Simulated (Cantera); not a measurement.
# Equilibrium for abatement and gas-phase synthesis: HI + O2

Input: 1 mol HI, 0.1 mol O2, at 1 atm.

Cantera equilibrium calculation (NASA polynomials, part measured and part estimated; ideal gas, pure solids and liquids). Candidate condensed phases: H2O, I2; 12 gas species. The numbers say what is thermodynamically allowed, not how fast it happens.

From 2150 K to 2650 K nothing is condensed.

| T (K) | log p I | log p H2 | log p H2O | log p HI | log p H |
|---|---|---|---|---|---|
| 2150 | -0.22 | -0.79 | -0.85 | -0.99 | -2.77 |
| 2200 | -0.22 | -0.78 | -0.85 | -1.03 | -2.64 |
| 2250 | -0.21 | -0.78 | -0.85 | -1.07 | -2.52 |
| 2300 | -0.21 | -0.77 | -0.85 | -1.11 | -2.40 |
| 2350 | -0.21 | -0.77 | -0.86 | -1.14 | -2.29 |
| 2400 | -0.20 | -0.76 | -0.86 | -1.18 | -2.18 |
| 2450 | -0.20 | -0.76 | -0.86 | -1.21 | -2.08 |
| 2500 | -0.20 | -0.76 | -0.87 | -1.25 | -1.98 |
| 2550 | -0.20 | -0.76 | -0.87 | -1.28 | -1.88 |
| 2600 | -0.20 | -0.76 | -0.87 | -1.32 | -1.79 |
| 2650 | -0.20 | -0.76 | -0.88 | -1.35 | -1.71 |
log p: log10 of the partial pressure in bar; nothing condenses.
